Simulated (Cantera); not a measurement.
# Diamond growth

A diamond (100) surface in a fixed gas of H2 with x(CH4) = 0.0031, x(CH3) = 2.2e-05, at 1200 K, 0.0306 atm; coverages are run to steady state.

Detailed kinetics in Cantera: the Harris–Goodwin 1993 mechanism for the reconstructed diamond (100) surface.

```json
[
 {"x(H)": "0.0001", "growth (µm/h)": "0.00874", "θ c6HH": "0.619", "θ c6H*": "0.0272", "θ c6*H": "0.348", "θ c6**": "0.00512", "θ c6HM": "0.000129"},
 {"x(H)": "0.00021", "growth (µm/h)": "0.0200", "θ c6HH": "0.543", "θ c6H*": "0.0324", "θ c6*H": "0.414", "θ c6**": "0.0102", "θ c6HM": "0.000167"},
 {"x(H)": "0.00043", "growth (µm/h)": "0.0368", "θ c6HH": "0.495", "θ c6H*": "0.0354", "θ c6*H": "0.453", "θ c6**": "0.0162", "θ c6HM": "0.000199"},
 {"x(H)": "0.00089", "growth (µm/h)": "0.0604", "θ c6HH": "0.467", "θ c6H*": "0.0370", "θ c6*H": "0.474", "θ c6**": "0.0219", "θ c6HM": "0.000221"},
 {"x(H)": "0.0018", "growth (µm/h)": "0.0937", "θ c6HH": "0.452", "θ c6H*": "0.0378", "θ c6*H": "0.484", "θ c6**": "0.0259", "θ c6HM": "0.000229"},
 {"x(H)": "0.0038", "growth (µm/h)": "0.150", "θ c6HH": "0.444", "θ c6H*": "0.0382", "θ c6*H": "0.489", "θ c6**": "0.0286", "θ c6HM": "0.000220"},
 {"x(H)": "0.0079", "growth (µm/h)": "0.236", "θ c6HH": "0.440", "θ c6H*": "0.0384", "θ c6*H": "0.491", "θ c6**": "0.0300", "θ c6HM": "0.000193"},
 {"x(H)": "0.016", "growth (µm/h)": "0.349", "θ c6HH": "0.438", "θ c6H*": "0.0385", "θ c6*H": "0.492", "θ c6**": "0.0307", "θ c6HM": "0.000153"},
 {"x(H)": "0.034", "growth (µm/h)": "0.480", "θ c6HH": "0.438", "θ c6H*": "0.0387", "θ c6*H": "0.492", "θ c6**": "0.0311", "θ c6HM": "0.000104"}
]
```
θ: site fractions in the mechanism's names (c6HH fully hydrogenated, c6H* and c6*H radical sites, c6** diradical, c6HM methylated).
